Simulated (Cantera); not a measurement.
## Gas activation for diamond growth

An isothermal, constant-pressure homogeneous reactor starts with 0.984 % CH4, 98.4 % H2, 0.659 % CO2, at 1900 K and 16.5 Torr.

Model: GRI-Mech 3.0 (53 species, 325 reactions), integrated in Cantera. Radical loss at walls, strong at low pressure, is not modelled.

```
t (s)        x CH4   x H2     x CO2       x H      x O2      x CO
--------  --------  -----  --------  --------  --------  --------
5.00e-5    0.00983  0.984   0.00659   4.76e-6    <1e-12   1.76e-8
0.000132   0.00983  0.984   0.00659   1.36e-5    <1e-12   1.36e-7
0.000349   0.00983  0.984   0.00659   3.70e-5    <1e-12   9.98e-7
0.000920   0.00981  0.983   0.00658   9.88e-5    <1e-12   7.10e-6
0.00243    0.00978  0.983   0.00654  0.000262    <1e-12   4.97e-5
0.00642    0.00969  0.983   0.00625  0.000687    <1e-12  0.000338
0.0169     0.00937  0.980   0.00459   0.00173    <1e-12   0.00199
0.0447     0.00790  0.975  0.000756   0.00345  1.17e-11   0.00583
0.118      0.00457  0.975   1.10e-5   0.00437  2.22e-11   0.00662
0.312      0.00190  0.976   1.03e-5   0.00480  2.49e-11   0.00678
0.823     0.000757  0.977   1.02e-5   0.00508  2.44e-11   0.00717
2.17      0.000451  0.977   9.68e-6   0.00521  1.86e-11   0.00802
5.74      0.000333  0.978   8.00e-6   0.00525  9.24e-12   0.00950
15.1      0.000204  0.979   4.59e-6   0.00529  2.21e-12    0.0113
40.0       9.54e-5  0.980   1.29e-6   0.00532    <1e-12    0.0125
```
x: mole fraction; the columns are a selection and need not sum to one.

Equilibrium at this temperature and pressure: CH4 2.42e-5, H2 0.980, CO2 7.51e-11, H 0.00534, O2 <1e-12, CO 0.0129 (gas phase only).
